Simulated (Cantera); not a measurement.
A perfectly stirred reactor is fed with NO : N2 = 1 : 0.39 (molar parts), at 735 Torr; it is held at 2023 K, and followed from long to short residence time.

Detailed kinetics in Cantera: GRI-Mech 3.0 (53 species, 325 reactions).

Question: What does this change do: temperature 2023 to 1525 K?

Answer: 
```tsv
quantity	before	after
x(NO) at τ = 0.770 s	0.294	0.709
x(O2) at τ = 0.770 s	0.212	0.00439
x(NO2) at τ = 0.770 s	0.000488	0.000665
x(N2) at τ = 0.770 s	0.493	0.285
x(O) at τ = 0.770 s	0.000379	5.49e-7
x(NO) at τ = 50.0 ms	0.646	0.719
x(O2) at τ = 50.0 ms	0.0363	0.000119
x(NO2) at τ = 50.0 ms	0.000490	0.000287
x(N2) at τ = 50.0 ms	0.317	0.281
x(O) at τ = 50.0 ms	0.000182	2.70e-7
```

Question: What does this change do: N2 0.39 to 0.1 parts?

Answer: 
| quantity | before | after |
|---|---|---|
| x(NO) at τ = 0.770 s | 0.294 | 0.343 |
| x(O2) at τ = 0.770 s | 0.212 | 0.282 |
| x(NO2) at τ = 0.770 s | 0.000488 | 0.000655 |
| x(N2) at τ = 0.770 s | 0.493 | 0.374 |
| x(O) at τ = 0.770 s | 0.000379 | 0.000437 |
| x(NO) at τ = 50.0 ms | 0.646 | 0.798 |
| x(O2) at τ = 50.0 ms | 0.0363 | 0.0547 |
| x(NO2) at τ = 50.0 ms | 0.000490 | 0.000727 |
| x(N2) at τ = 50.0 ms | 0.317 | 0.146 |
| x(O) at τ = 50.0 ms | 0.000182 | 0.000218 |
